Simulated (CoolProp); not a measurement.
Vapour-liquid equilibrium of R152A (1) + R113 (2) at 327.9 K; x and y are mole fractions of (1).

Values from CoolProp's multi-fluid Helmholtz-energy mixture model, Outcalt 1996 and Marx 1992; pair parameters Bell 2016.

| x | bubble pressure, mixture model (kPa) | bubble pressure, Raoult's law (kPa) | y, mixture model | y, Raoult's law |
|---|---|---|---|---|
| 0.05 | 227.8 | 187.5 | 0.445 | 0.353 |
| 0.2 | 488.1 | 366.9 | 0.756 | 0.722 |
| 0.35 | 688.9 | 546.3 | 0.840 | 0.848 |
| 0.5 | 844.8 | 725.7 | 0.883 | 0.912 |
| 0.65 | 978.5 | 905.1 | 0.914 | 0.951 |
| 0.8 | 1113 | 1084 | 0.945 | 0.976 |
| 0.95 | 1266 | 1264 | 0.984 | 0.995 |

The largest gap from Raoult's law is +33.0 % in bubble pressure, at x = 0.2. No azeotrope shows between x = 0.05 and 0.95.

Pair parameters are fitted to limited data, so mixtures are less certain than the pure fluids.
